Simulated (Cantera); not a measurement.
An isothermal, constant-pressure homogeneous reactor starts with CH₄ : H₂ : O₂ = 0.041 : 1 : 0.0012 (molar parts), at 1425 K and 3000 Pa. Integrator tolerance rtol = 1e-08.

Model: GRI-Mech 3.0 (53 species, 325 reactions), integrated in Cantera. GRI-Mech 3.0 stops at C3 and has no aromatics, soot or wall deposition, so with more carbon than oxygen in the feed, carbon stays in small species such as C2H2 where larger ones or solid carbon would form. Radical loss at walls, strong at low pressure, is not modelled.

Q: What does this change do: temperature 1425 to 2375 K?

A: 
```json
[
 {"quantity": "x(CH₄) at 60.0 s", "before": "0.0286 (gas-phase equilibrium 0.00685)", "after": "7.81e-6 (gas-phase equilibrium 7.89e-6)"},
 {"quantity": "x(H₂) at 60.0 s", "before": "0.964 (gas-phase equilibrium 0.976)", "after": "0.903 (gas-phase equilibrium 0.903)"},
 {"quantity": "x(O₂) at 60.0 s", "before": "<1e-12 (gas-phase equilibrium <1e-12)", "after": "<1e-12 (gas-phase equilibrium <1e-12)"},
 {"quantity": "x(CH₂) at 60.0 s", "before": "5.00e-10 (gas-phase equilibrium 1.66e-10)", "after": "1.66e-6 (gas-phase equilibrium 1.68e-6)"},
 {"quantity": "x(C₂H₄) at 60.0 s", "before": "0.000104 (gas-phase equilibrium 0.000259)", "after": "5.32e-7 (gas-phase equilibrium 5.32e-7)"},
 {"quantity": "x(H₂O₂) at 60.0 s", "before": "<1e-12 (gas-phase equilibrium <1e-12)", "after": "<1e-12 (gas-phase equilibrium <1e-12)"},
 {"quantity": "x(O) at 60.0 s", "before": "<1e-12 (gas-phase equilibrium <1e-12)", "after": "<1e-12 (gas-phase equilibrium <1e-12)"}
]
```
